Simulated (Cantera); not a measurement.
An isothermal, constant-pressure homogeneous reactor starts with H₂ : O₂ : N₂ = 0.056 : 1 : 1.3 (molar parts), equivalence ratio 0.028, at 1123 K and 530 Pa.

Cantera simulation using the H2/O2 subset of GRI-Mech 3.0, which has no nitrogen chemistry; the numbers are that mechanism's predictions, not measurements. Radical loss at walls, strong at low pressure, is not modelled.

x: mole fraction; the columns are a selection and need not sum to one.

```tsv
t (s)	x H₂	x O₂	x O	x H₂O	x HO₂	x H₂O₂	x OH
0.000800	0.0238	0.424	4.30e-10	2.46e-10	6.21e-10	<1e-12	3.18e-10
0.00192	0.0238	0.424	2.50e-9	2.61e-9	1.49e-9	<1e-12	1.57e-9
0.00459	0.0238	0.424	4.12e-8	6.04e-8	3.68e-9	3.07e-12	2.43e-8
0.0110	0.0237	0.424	1.98e-5	3.07e-5	6.61e-8	4.17e-11	1.16e-5
0.0264	0.000970	0.408	0.0131	0.0192	7.78e-7	2.51e-8	0.00166
0.0632	0.000388	0.407	0.0138	0.0208	6.94e-7	1.40e-8	0.00119
0.152	0.000325	0.409	0.0113	0.0215	6.69e-7	1.45e-8	0.00109
0.363	(withheld)	0.412	(withheld)	0.0225	(withheld)	1.54e-8	(withheld)
0.871	9.63e-5	0.415	0.00315	0.0234	4.67e-7	1.55e-8	0.000593
2.09	2.65e-5	0.417	0.000856	0.0238	2.68e-7	1.29e-8	0.000311
5.00	(withheld)	0.417	(withheld)	0.0240	(withheld)	(withheld)	(withheld)
```

Question: Complete the blanks.

Answer: 
- 0.363, x H₂: 0.000217
- 0.363, x O: 0.00730
- 0.363, x HO₂: 6.06e-7
- 0.363, x OH: 0.000890
- 5.00, x H₂: 5.49e-6
- 5.00, x O: 0.000178
- 5.00, x HO₂: 1.08e-7
- 5.00, x H₂O₂: 7.93e-9
- 5.00, x OH: 0.000142
